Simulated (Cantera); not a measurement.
Cantera run, input and output.

```python
import numpy as np
import cantera as ct

gas = ct.Solution("h2o2.yaml")
gas.TPX = 1048, 650, {'H2': 0.013, 'O2': 1, 'H2O': 0.0088}
reactor = ct.IdealGasConstPressureReactor(gas, energy="off", clone=False)
net = ct.ReactorNet([reactor])
net.rtol, net.atol = 1e-08, 1e-18
show = ['H2', 'O2', 'H2O', 'O', 'H2O2', 'OH', 'HO2']
times = np.geomspace(0.0004, 20, 12)

steps = ct.SolutionArray(gas, extra=["t"])
rows = []
print(f"{'t/s':>10s}{'T/K':>9s}{'P/Pa':>11s}" + "".join(f"{s:>11s}" for s in show))
for t in times:
    while net.time < t:
        t_next = net.step()
        steps.append(gas.state, t=t_next)
    rows.append([np.interp(t, steps.t, y) for y in (steps.T, steps.P, *steps(*show).X.T)])
    print(f"{t:10.3e}{rows[-1][0]:9.1f}{rows[-1][1]:11.4g}" + "".join(f"{x:11.3e}" for x in rows[-1][2:]))
rate = np.gradient(steps.T, steps.t)
print("integrator steps:", len(steps.t))
if steps.T.max() > steps.T[0] + 200:
    print(f"time of steepest temperature rise: {steps.t[rate.argmax()]:.4e} s")
gas.TPX = 1048, 650, {'H2': 0.013, 'O2': 1, 'H2O': 0.0088}
gas.equilibrate("TP")
print(f"equilibrium (TP): T = {gas.T:.1f} K  " + "  ".join(f"{s} {gas[s].X[0]:.3e}" for s in show))
```

Output:

```
       t/s      T/K       P/Pa         H2         O2        H2O          O       H2O2         OH        HO2
 4.000e-04   1048.0        650  1.272e-02  9.787e-01  8.612e-03  4.963e-11  1.856e-15  4.396e-11  8.278e-11
 1.070e-03   1048.0        650  1.272e-02  9.787e-01  8.612e-03  2.450e-10  1.329e-14  1.834e-10  2.220e-10
 2.860e-03   1048.0        650  1.272e-02  9.787e-01  8.612e-03  1.680e-09  9.541e-14  1.035e-09  5.997e-10
 7.649e-03   1048.0        650  1.272e-02  9.787e-01  8.612e-03  5.498e-08  7.259e-13  3.157e-08  1.919e-09
 2.045e-02   1048.0        650  1.219e-02  9.782e-01  9.016e-03  3.326e-04  1.678e-09  1.843e-04  1.051e-06
 5.470e-02   1048.0        650  1.242e-04  9.693e-01  2.034e-02  8.401e-03  2.042e-08  7.212e-04  1.343e-06
 1.463e-01   1048.0        650  7.393e-05  9.725e-01  2.076e-02  5.578e-03  1.931e-08  5.686e-04  1.135e-06
 3.911e-01   1048.0        650  3.169e-05  9.759e-01  2.115e-02  2.388e-03  1.882e-08  3.721e-04  7.988e-07
 1.046e+00   1048.0        650  8.096e-06  9.778e-01  2.135e-02  6.167e-04  1.605e-08  1.891e-04  4.068e-07
 2.797e+00   1048.0        650  1.491e-06  9.784e-01  2.143e-02  1.160e-04  1.056e-08  8.219e-05  1.466e-07
 7.479e+00   1048.0        650  2.618e-07  9.785e-01  2.145e-02  2.079e-05  5.115e-09  3.488e-05  4.129e-08
 2.000e+01   1048.0        650  5.206e-08  9.785e-01  2.146e-02  4.210e-06  1.977e-09  1.572e-05  1.077e-08
integrator steps: 1623
equilibrium (TP): T = 1048.0 K  H2 9.285e-11  O2 9.785e-01  H2O 2.147e-02  O 7.815e-09  H2O2 8.672e-12  OH 6.770e-07  HO2 8.084e-10
```

Model: the H2/O2 subset of GRI-Mech 3.0, which has no nitrogen chemistry, integrated in Cantera. Radical loss at walls, strong at low pressure, is not modelled.
